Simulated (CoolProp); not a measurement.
Properties of propylene at several states (Tc = 364.2 K, pc = 4.555 MPa, ω = 0.146).

Model: reference Helmholtz-energy equation of state, Lemmon 2013, in CoolProp.

| T (K) | p (MPa) | phase | density (kg/m³) | expansivity (1/kK) |
|---|---|---|---|---|
| 473 | 2.29 | gas | 26.47 | 2.748 |
| 564.4 | 0.0476 | gas | 0.4272 | 1.777 |
| 127.7 | 8.01 | liquid | 726.1 | 1.507 |
| 292.1 | 0.0166 | gas | 0.2883 | 3.450 |
| 564.7 | 0.0786 | gas | 0.7054 | 1.780 |
